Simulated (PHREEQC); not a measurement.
Consider water at 25 °C with 0.61 mol SrCl2 and 3.1e-05 mol CO2 per kg of water. Closed to the air; pH follows from the charge balance.

Model: ion-association model, wateq4f.dat, run in PHREEQC.

No solid was allowed to form.

**Question.** Order these C species by the share of C that they hold, largest first: CO2, HCO3-, SrHCO3+.

**Answer.** CO2 (68 %), SrHCO3+ (23 %), HCO3- (9.7 %)

The pH is 5.14 and the ionic strength 1.83 mol/kgw. The ionic strength is past about 0.7 mol/kgw, beyond the range of this activity model, so the values are rough.
